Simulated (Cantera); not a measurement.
A Cantera script and its output.

```python
import numpy as np
import cantera as ct

gas = ct.Solution("gri30.yaml")
gas.TP = 300, 100000
flame = ct.CounterflowDiffusionFlame(gas, width=0.02)
flame.fuel_inlet.X, flame.fuel_inlet.T = {'CH4': 1}, 450
flame.oxidizer_inlet.X, flame.oxidizer_inlet.T = {'O2': 0.2, 'N2': 0.8}, 325
flame.set_refine_criteria(ratio=3, slope=0.12, curve=0.24, prune=0.03)
show = ['OH', 'H', 'NO', 'CO', 'C2H2']

rows = []
print(f"{'mdot':>8s}{'a_max':>10s}{'a_mean':>10s}{'Tmax/K':>9s}" + "".join(f"{s:>11s}" for s in show) + "   (peak mole fractions)")
for i, mdot in enumerate([0.25, 0.42, 0.7, 1.2, 2, 3.3, 5.5]):  # kg/m2/s on the oxidiser side
    flame.oxidizer_inlet.mdot, flame.fuel_inlet.mdot = mdot, 0.61 * mdot
    flame.solve(loglevel=0, auto=(i == 0))
    if flame.T.max() < max(450, 325) + 100:
        print(f"{mdot:8.3g}  no burning solution found from the previous one")
        break
    dT = np.abs(np.gradient(flame.T, flame.grid))
    rows.append([flame.strain_rate("max"), flame.strain_rate("mean"), flame.T.max(),
                 *(flame.X[gas.species_index(s)].max() for s in show), max(dT[0], dT[-1]) / dT.max()])
    print(f"{mdot:8.3g}{rows[-1][0]:10.1f}{rows[-1][1]:10.1f}{rows[-1][2]:9.1f}" + "".join(f"{x:11.3e}" for x in rows[-1][3:-1]))
```

Result:

```
    mdot     a_max    a_mean   Tmax/K         OH          H         NO         CO       C2H2   (peak mole fractions)
    0.25     165.2      29.5   2016.2  6.051e-03  3.247e-03  1.928e-04  4.356e-02  1.027e-02
    0.42     267.7      49.6   1993.3  5.946e-03  3.444e-03  1.631e-04  4.313e-02  8.928e-03
     0.7     424.1      82.6   1971.1  5.803e-03  3.628e-03  1.304e-04  4.328e-02  7.837e-03
     1.2     682.8     141.6   1935.9  5.393e-03  3.671e-03  8.851e-05  4.367e-02  6.373e-03
       2    1072.9     236.1   1882.8  4.614e-03  3.404e-03  4.589e-05  4.455e-02  4.504e-03
     3.3  no burning solution found from the previous one
```

Computed with Cantera and GRI-Mech 3.0 (53 species, 325 reactions). GRI-Mech 3.0 has no aromatics or soot, which form on the fuel side of real flames. The maximum strain rate includes the flame's own expansion and is several times the mean. A flux with no burning solution from the previous one only brackets extinction.
